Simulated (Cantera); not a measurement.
## Si + CO₂ + H₂ (thermal oxidation and active oxidation of silicon)

A closed system holds: 1 mol Si, 0.53 mol CO₂, 36 mol H₂, held at 1848 K and 10.0 mbar.

Equilibrium computed with Cantera from the NASA thermochemical tables; the gas is ideal and each condensed phase is pure. Candidate condensed phases: C, C₆H₆, C₇H₈, C₈H₁₈, H₂O, Si, SiC, SiO₂; 123 gas species. Gases not in the tables: Si₂H₆ and higher silanes. Rates play no part.

| Item | Result |
|---|---|
| x(H₂) | 0.966 |
| x(SiO) | 0.0204 |
| x(CO) | 0.00816 |
| x(H) | 0.00521 |
| x(Si) | 0.000371 |
| x(SiH) | 3.63e-5 |
| x(SiH₂) | 2.38e-5 |
| x(Si₂C) | 5.05e-6 |
| x(Si₂) | 1.53e-6 |
| n(SiC(s)) | 0.227 mol |
| gas amount | 37.17 mol |
| log10 activity of Si(l) (absent) | -0.23 |
| log10 activity of C(graphite) (absent) | -1.30 |
